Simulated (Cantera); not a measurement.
Input: 1 mol Fe₂O₃, 0.3 mol O₂, 17 mol N₂, at 0.250 bar.

Method: chemical equilibrium by Gibbs-energy minimisation in Cantera with the NASA 1993 tables (ideal gas, pure condensed phases). Candidate condensed phases: Fe, FeO, Fe₂O₃, Fe₃O₄; 11 gas species. Rates play no part.

Task: Which condensed phases are stable at each of these points (T (K)): 1023, 1123, 1223, 1323, 1423, 1523, 1623, 1723, 1823?

Result: 
```tsv
T (K)	condensed phases	Fe condensed (%)
1023	Fe₂O₃(s)	100.0
1123	Fe₂O₃(s)	100.0
1223	Fe₂O₃(s)	100.0
1323	Fe₂O₃(s)	100.0
1423	Fe₂O₃(s)	100.0
1523	Fe₃O₄(s)	100.0
1623	Fe₃O₄(s)	100.0
1723	Fe₃O₄(s)	100.0
1823	Fe₃O₄(s)	100.0
```

From 1023 K to 1423 K the condensed part is Fe₂O₃(s). From 1523 K to 1823 K the condensed part is Fe₃O₄(s).
